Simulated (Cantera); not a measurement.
Charge: 1 mol FeS2, 1.7 mol H2S, 1.3 mol CO2, equilibrated at 1550 K and 8.25 Torr.

These are equilibrium values from Cantera (NASA tables, ideal gas, pure condensed phases), not measurements of a reactor. Candidate condensed phases: C, C6H6, C7H8, C8H18, Fe, Fe(CO)5, FeO, Fe(OH)2, Fe(OH)3, FeS, FeSO4, FeS2, Fe2O3, Fe2(SO4)3, Fe3O4, H2O, H2SO4, S; 127 gas species. FeS: taken at fixed stoichiometry. Rates play no part.

Base state: S2 0.284, CO 0.219, H2O 0.183, H2 0.179, CO2 0.0802, H2S 0.0287, SO2 0.0164, SH 0.00442 (mole fractions); condensed: FeS(l).

**Question.** What changes in the equilibrium state with this change: pressure from 8.25 Torr to 428 Torr?

**Answer.** 
```
species        before     after
-----------  --------  --------
S2              0.284     0.259
CO              0.219     0.192
H2O             0.183     0.185
H2S            0.0287     0.119
H2              0.179     0.108
CO2            0.0802     0.118
SO2            0.0164   0.00608
CS2           4.09e-6  0.000102
H            0.000127   1.37e-5
S            0.000362   4.81e-5
COS           0.00118   0.00710
FeS(l), mol     1.000     1.000
```

**Question.** What changes in the equilibrium state with this change: pressure from 8.25 Torr to 750 Torr?

**Answer.** 
```
species        before     after
-----------  --------  --------
S2              0.284     0.252
CO              0.219     0.186
H2O             0.183     0.182
H2S            0.0287     0.139
H2              0.179    0.0962
CO2            0.0802     0.125
SO2            0.0164   0.00551
CS2           4.09e-6  0.000152
H            0.000127   9.77e-6
S            0.000362   3.58e-5
COS           0.00118   0.00897
SO            0.00339  0.000619
FeS(l), mol     1.000     1.000
```
